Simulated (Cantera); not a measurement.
**Equilibrium for abatement and gas-phase synthesis: H2O + SO2**

Input: 1 mol H2O, 0.032 mol SO2, equilibrated at 100 Torr.

Cantera equilibrium calculation (NASA polynomials, part measured and part estimated; ideal gas, pure solids and liquids). Candidate condensed phases: H2O, H2SO4, S; 19 gas species. Kinetics and transport are ignored.

From 2448 K to 3148 K nothing is condensed.

| T (K) | x H2O | x H | x H2 | x OH | x O | x O2 | x SO2 |
|---|---|---|---|---|---|---|---|
| 2448 | 0.827 | 0.0139 | 0.0648 | 0.0345 | 0.00491 | 0.0258 | 0.0273 |
| 2548 | 0.769 | 0.0248 | 0.0857 | 0.0487 | 0.00920 | 0.0338 | 0.0256 |
| 2648 | 0.698 | 0.0420 | 0.109 | 0.0656 | 0.0163 | 0.0424 | 0.0234 |
| 2748 | 0.612 | 0.0675 | 0.132 | 0.0841 | 0.0273 | 0.0510 | 0.0207 |
| 2848 | 0.515 | 0.103 | 0.152 | 0.102 | 0.0434 | 0.0586 | 0.0175 |
| 2948 | 0.412 | 0.150 | 0.167 | 0.118 | 0.0654 | 0.0640 | 0.0141 |
| 3048 | 0.310 | 0.208 | 0.173 | 0.128 | 0.0937 | 0.0660 | 0.0106 |
| 3148 | 0.217 | 0.274 | 0.169 | 0.130 | 0.127 | 0.0639 | 0.00746 |
x: gas mole fraction; nothing condenses.
